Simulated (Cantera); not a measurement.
## Equilibrium for hydrogen reduction and annealing atmospheres: Ta₂O₅ + H₂ + H₂O

A closed system holds: 1 mol Ta₂O₅, 720 mol H₂, 0.22 mol H₂O, equilibrated at 2198.15 K.

Equilibrium computed with Cantera from the NASA thermochemical tables; the gas is ideal and each condensed phase is pure. Candidate condensed phases: H₂O, Ta, Ta₂O₅; 12 gas species. Mutual solubility and eutectic melting of coexisting phases are not modelled. Condensed phases not in the tables: N, O or C dissolved in the metal. Equilibrium is a limit: real reactors are often held back by kinetics, nucleation or transport.

From 10.0 Pa to 68.0 Pa nothing is condensed. At 4.60 mbar the condensed part is Ta(s). From 32.0 mbar to 10.0 bar the condensed part is Ta(s) + Ta₂O₅(l). The main Ta-bearing gas is TaO₂ throughout.

```csv
P (Pa),x H₂,x H,x H₂O,x TaO₂,x TaO,x OH,x O,n Ta(s),n Ta₂O₅(l)
10,0.574,0.422,0.00157,0.00171,0.000475,0.000160,8.22e-5,0,0
68,0.804,0.192,0.00203,0.00192,0.000579,6.73e-5,1.12e-5,0,0
460,0.916,0.0787,0.00229,0.00201,0.000611,2.73e-5,1.63e-6,0.0300,0
3200,0.965,0.0306,0.00353,0.000620,0.000129,1.56e-5,3.44e-7,0.802,0.325
22000,0.984,0.0118,0.00360,9.02e-5,1.87e-5,5.99e-6,5.01e-8,0.935,0.493
150000,0.992,0.00453,0.00362,1.32e-5,2.75e-6,2.30e-6,7.34e-9,0.956,0.516
1000000,0.995,0.00176,0.00363,1.98e-6,4.12e-7,8.94e-7,1.10e-9,0.960,0.519
```
x: gas mole fraction; n: condensed amount in mol.
